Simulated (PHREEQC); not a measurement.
## Nickel, zinc or cadmium bath (model solution)

Consider water at 65 °C with 0.29 mol NiCl2 and 0.038 mol Na2SO4 per kg of water. Closed to the air; pH follows from the charge balance.

Computed with PHREEQC (ion-association model, wateq4f.dat).

Precipitation was switched off in this run.

### Question
Predict the pH, ionic strength, activity of water.

### Answer
pH 5.14; ionic strength 0.689 mol/kgw; activity of water 0.986.

### Question
In which forms is Ni present?

### Answer
Ni+2 63 %, NiCl+ 17 %, NiCl2 11 %, NiSO4 8.3 % of the Ni.

Away from 25 °C the constants follow the database's enthalpies or fits; those with neither stay at their 25 °C values.
